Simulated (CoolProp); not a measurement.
Vapour-liquid equilibrium of acetone (1) + n-dodecane (2) at 193 kPa; x and y are mole fractions of (1).

The numbers come from the multi-fluid Helmholtz-energy mixture model, Lemmon 2006 and Lemmon 2004; pair parameters Bell 2016 in CoolProp.

| x | bubble temperature (K) | y at the bubble point | dew temperature at overall composition x (K) | liquid density (mol/L) |
|---|---|---|---|---|
| 0.05 | 481.1 | 0.567 | 515.9 | 3.660 |
| 0.125 | 430.0 | 0.904 | 511.8 | 4.162 |
| 0.2 | 398.7 | 0.971 | 507.5 | 4.598 |
| 0.275 | 380.9 | 0.987 | 502.9 | 5.003 |
| 0.35 | 370.7 | ___ | 498.0 | ___ |
| 0.425 | 364.9 | 0.995 | 492.7 | 5.841 |
| 0.5 | 361.6 | 0.996 | 486.9 | 6.312 |
| 0.575 | 359.6 | 0.996 | 480.4 | 6.840 |
| 0.65 | 358.2 | 0.997 | 472.9 | 7.448 |
| 0.725 | 356.9 | 0.997 | 464.0 | 8.162 |
| 0.8 | 355.3 | 0.998 | 453.0 | 9.019 |
| 0.875 | 353.4 | 0.998 | 437.8 | 10.07 |
| 0.95 | 351.1 | 0.999 | ___ | 11.39 |

Task: What belongs in the gaps?

Result: 
- 0.35, y at the bubble point: 0.992
- 0.35, liquid density (mol/L): 5.411
- 0.95, dew temperature at overall composition x (K): 412.0

No azeotrope shows between x = 0.05 and 0.95.

The pair parameters rest on a limited set of measurements; away from them the model extrapolates. The gap from Raoult's law changes sign with composition, which may be real or a fault of the pair parameters; it wasn't checked against measurements. With so large a gap from Raoult's law the liquid may split in two, which this calculation doesn't test in full.
